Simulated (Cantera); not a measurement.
Input (Python, Cantera) and output of one run.

```python
import numpy as np
import cantera as ct

gas_names = """
    H HO2 H2 H2O H2O2 Hg O OH O2 O3
""".split()
cond_names = """
    H2O(s) H2O(L) Hg(cr) Hg(L) HgO(s)
""".split()


# ... load() reads the species with a 1 bar reference pressure and builds the phases ...
atoms = {
    'HgO': {'Hg': 1, 'O': 1},
    'H2': {'H': 2},
}
top_T = {}  # K; cautious upper limits of use, not melting points


# ... equilibrate(T, P, feed) seeds the gas with the atoms and calls Mixture.equilibrate('TP', solver="vcs", rtol=1e-11, max_steps=5000) ...
results = []
feed = {'HgO': 1, 'H2': 86}  # mol
T = 1173  # K
P = 250000  # Pa
mix = equilibrate(T, P, feed)
results.append((T, P, feed, dict(zip(mix.species_names, mix.species_moles))))
print(gas.report(threshold=0.0001))
for i in range(1, mix.n_phases):
    print(f"{mix.phase(i).name:16s} {mix.phase_moles(i):12.5e} mol")
```

Result:

```
       temperature   1173 K
          pressure   2.5e+05 Pa
           density   0.1149 kg/m^3
  mean mol. weight   4.4824 kg/kmol
   phase of matter   gas

                          1 kg             1 kmol
                     ---------------   ---------------
          enthalpy        5.3312e+06        2.3896e+07  J
   internal energy        3.1553e+06        1.4143e+07  J
           entropy             36966        1.6569e+05  J/K
    Gibbs function       -3.8029e+07       -1.7046e+08  J
 heat capacity c_p            6915.1             30996  J/K
 heat capacity c_v            5060.2             22682  J/K

                      mass frac. Y      mole frac. X     chem. pot. / RT
                     ---------------   ---------------   ---------------
                H2           0.43942           0.97701           -17.024
               H2O          0.046196          0.011494           -53.731
                Hg           0.51438          0.011494            -19.86
     [   +7 minor]        1.6598e-08        7.3712e-08

Hg(L)             0.00000e+00 mol
```

Cantera equilibrium calculation (NASA polynomials, part measured and part estimated; ideal gas, pure solids and liquids).
